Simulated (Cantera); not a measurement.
A closed system holds: 1 mol Fe(CO)₅, 0.33 mol CO, a varied amount of H₂, equilibrated at 898.15 K and 4.80 Torr.

Equilibrium computed with Cantera from the NASA thermochemical tables; the gas is ideal and each condensed phase is pure. Candidate condensed phases: C, C₆H₆, C₇H₈, C₈H₁₈, Fe, Fe(CO)₅, FeO, Fe(OH)₂, Fe(OH)₃, Fe₂O₃, Fe₃O₄, H₂O; 114 gas species. Condensed phases not in the tables: cementite and carbon dissolved in iron. The numbers say what is thermodynamically allowed, not how fast it happens.

log p: log10 of the partial pressure in bar; n: condensed amount in mol.

```
n(H₂) (mol)  log p H₂  log p CO  log p CO₂  log p H₂O  log p CH₄  log p C₂H₄  log p H  n C(graphite)  n Fe(α)
-----------  --------  --------  ---------  ---------  ---------  ----------  -------  -------------  -------
2               -2.75     -2.35      -3.93      -4.70      -6.00      -11.97   -11.34          0.154     1.00
3.4             -2.60     -2.42      -4.08      -4.62      -5.70      -11.66   -11.26     (withheld)     1.00
5.7             -2.48     -2.52      -4.28      -4.60      -5.45      -11.42   -11.20     (withheld)     1.00
9.6             -2.39     -2.65      -4.54      -4.64      -5.27      -11.23   -11.15     (withheld)     1.00
16              -2.32     -2.81      -4.85      -4.72      -5.13      -11.10   -11.12     (withheld)     1.00
27              -2.27     -2.99      -5.20      -4.86      -5.04      -11.00   -11.10     (withheld)     1.00
45              -2.24     -3.18      -5.59      -5.02      -4.98      -10.94   -11.08     (withheld)     1.00
75              -2.22     -3.38      -5.90      -5.11      -5.04      -11.10   -11.07     (withheld)     1.00
```

Some entries are withheld; supply them.


- 3.4, n C(graphite): 0.142
- 5.7, n C(graphite): 0.126
- 9.6, n C(graphite): 0.108
- 16, n C(graphite): 0.0855
- 27, n C(graphite): 0.0555
- 45, n C(graphite): 0.0136
- 75, n C(graphite): 0
